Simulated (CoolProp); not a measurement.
The fluid at 402.12 K and 0.15 MPa flows at 17 m/s in a round tube of 6 mm bore and 0.25 µm roughness, fully developed (64/Re and Nu = 3.66 if laminar; Colebrook and Gnielinski if turbulent). The same conditions are run with several fluids, on thermodynamics alone (safety and materials aside).

The numbers come from the reference Helmholtz-energy equation of state of each fluid (ethane: Bücker 2006; R142b: Lemmon 2006; nitrogen: Span 2000; R123: Younglove 1994; R245fa: Akasaka 2015) in CoolProp.

| fluid | Reynolds number | Darcy friction factor | pressure drop (Pa/m) | heat-transfer coefficient (W/(m² K)) | mass flow (kg/h) |
|---|---|---|---|---|---|
| ethane | ___ | 0.0300 | ___ | 201 | 2.34 |
| R142b | ___ | 0.0230 | 2540 | 249 | 7.91 |
| nitrogen | 5750 | 0.0360 | 1090 | 101 | 2.17 |
| R123 | 50000 | 0.0210 | 3560 | 276 | ___ |
| R245fa | ___ | 0.0222 | 3270 | 352 | 10.6 |

Task: What belongs in the gaps?

Result: 
- ethane, Reynolds number: 11300
- ethane, pressure drop (Pa/m): 979
- R142b, Reynolds number: 33300
- R123, mass flow (kg/h): 12.1
- R245fa, Reynolds number: 39100

Transport values come from each fluid's own correlations; those of R142b, R245fa are estimates that may be off by 10 % or more.
